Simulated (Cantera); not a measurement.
## Gas-phase reforming

An isothermal, constant-pressure homogeneous reactor starts with 65.8 % CH₄, 34.2 % CO₂, at 2175 K and 2.96 atm.

Detailed kinetics in Cantera: GRI-Mech 3.0 (53 species, 325 reactions). GRI-Mech 3.0 stops at C3 and has no aromatics, soot or wall deposition, so with more carbon than oxygen in the feed, carbon stays in small species such as C2H2 where larger ones or solid carbon would form.

```
t (s)       x CH₄    x CO₂      x H     x HO₂  x C₂H₂       x O    x CH₂
--------  -------  -------  -------  --------  ------  --------  -------
8.00e-6     0.332    0.274  0.00111  4.22e-11  0.0516   3.07e-8  5.27e-5
3.63e-5     0.112    0.163  0.00158  8.26e-11   0.151   4.05e-8  2.61e-5
0.000165   0.0263   0.0387  0.00183  7.84e-11   0.171   7.78e-8  1.64e-5
0.000750   0.0133   0.0111  0.00201  2.63e-11   0.137   6.15e-8  9.19e-6
0.00341   0.00710  0.00321  0.00212  1.64e-12  0.0932   1.87e-8  3.43e-6
0.0155    0.00242  7.72e-5  0.00215    <1e-12  0.0778  4.65e-10  9.37e-7
0.0704    0.00213  5.32e-7  0.00215    <1e-12  0.0775  6.11e-12  8.14e-7
0.320     0.00213  5.32e-7  0.00215    <1e-12  0.0775  6.11e-12  8.14e-7
1.45      0.00213  5.32e-7  0.00215    <1e-12  0.0775  6.11e-12  8.14e-7
6.60      0.00213  5.32e-7  0.00215    <1e-12  0.0775  6.11e-12  8.14e-7
30.0      0.00213  5.32e-7  0.00215    <1e-12  0.0775  6.11e-12  8.14e-7
```
x: mole fraction; the columns are a selection and need not sum to one.

Equilibrium at this temperature and pressure: CH₄ 0.00213, CO₂ 5.34e-7, H 0.00215, HO₂ <1e-12, C₂H₂ 0.0775, O 6.13e-12, CH₂ 8.14e-7 (gas phase only).
